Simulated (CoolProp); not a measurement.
Vapour-liquid equilibrium of R1234yf (1) + isobutane (2) at 152 kPa; x and y are mole fractions of (1).

The numbers come from the multi-fluid Helmholtz-energy mixture model, Lemmon 2022 and Bücker 2006; pair parameters Bell 2016 in CoolProp.

```tsv
x	bubble temperature (°C)	y at the bubble point	dew temperature at overall composition x (°C)	liquid density (mol/L)
0.05	-6.5	0.216	-2.1	10.11
0.15	-12.9	0.429	-4.7	10.22
0.25	-16.0	0.530	-7.5	10.28
0.35	-17.8	0.591	-10.5	10.34
0.45	-18.9	0.636	-13.5	10.39
0.55	-19.7	0.677	-16.6	10.45
0.65	-20.2	0.721	-19.2	10.52
0.75	-20.5	0.773	-20.4	10.60
0.85	-20.6	0.842	-20.6	10.69
0.95	-20.2	0.937	-20.1	10.79
```

y crosses x between x = 0.75 and 0.85: the model has an azeotrope there.

Pair parameters are fitted to limited data, so mixtures are less certain than the pure fluids.
